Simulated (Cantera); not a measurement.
An adiabatic, constant-pressure homogeneous reactor starts with CH4 : O2 : N2 = 1 : 0.78 : 4.42 (molar parts), equivalence ratio 2.6, at 1100 K and 1200 Torr.

Model: GRI-Mech 3.0 (53 species, 325 reactions), integrated in Cantera.

### Question
Predict: time of steepest temperature rise; temperature at 8.00 s; equilibrium temperature; x(CH4) at 8.00 s; x(H) at 8.00 s; x(CO) at 8.00 s.

### Answer
```json
{
 "time_of_steepest_temperature_rise": "0.324 s",
 "temperature at 8.00 s": "1733 K",
 "equilibrium_temperature": "1733 K",
 "x(CH4) at 8.00 s": "2.03e-5 (gas-phase equilibrium 1.62e-8)",
 "x(H) at 8.00 s": "7.21e-5 (gas-phase equilibrium 7.22e-5)",
 "x(CO) at 8.00 s": "0.124 (gas-phase equilibrium 0.124)"
}
```
